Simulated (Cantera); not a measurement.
Reactions in the system H-N-O-P

Source: NASA polynomial tables (part measured, part estimated), evaluated in Cantera. Values are per mole of reaction as written; species without (g) are pure solids or liquids, kept so even where they would boil at 1 bar.

10 OH(g) + 4 PH₃(g) ⇌ 11 H₂(g) + P₄O₁₀

```csv
T (K),ΔH° (kJ),ΔS° (J/K),ΔG° (kJ),log10 K
300,-3425.0,-1011.8,-3121.5,543.49
423,-3412.0,-975.8,-2999.2,370.36
448,-3408.8,-968.4,-2974.9,346.86
473,-3405.4,-961.2,-2950.8,325.86
498,-3401.9,-954.0,-2926.9,306.99
523,-3398.4,-946.9,-2903.1,289.94
548,-3394.7,-940.0,-2879.5,274.47
573,-3390.8,-933.2,-2856.1,260.36
598,-3386.9,-926.5,-2832.9,247.44
623,-3382.9,-919.9,-2809.8,235.58
```

2 N₂(g) + 4 PH₃(g) + 5 O₂(g) ⇌ P₄O₁₀ + 4 NH₃(g)

| T (K) | ΔH° (kJ) | ΔS° (J/K) | ΔG° (kJ) | log10 K |
|---|---|---|---|---|
| 300 | -3215.5 | -1250.2 | -2840.4 | 494.54 |
| 423 | -3212.5 | -1242.3 | -2687.0 | 331.80 |
| 448 | -3211.2 | -1239.5 | -2655.9 | 309.66 |
| 473 | -3209.8 | -1236.4 | -2625.0 | 289.88 |
| 498 | -3208.2 | -1233.2 | -2594.1 | 272.09 |
| 523 | -3206.5 | -1229.7 | -2563.3 | 256.01 |
| 548 | -3204.5 | -1226.1 | -2532.6 | 241.40 |
| 573 | -3202.5 | -1222.4 | -2502.0 | 228.08 |
| 598 | -3200.2 | -1218.6 | -2471.5 | 215.88 |
| 623 | -3197.8 | -1214.7 | -2441.1 | 204.67 |
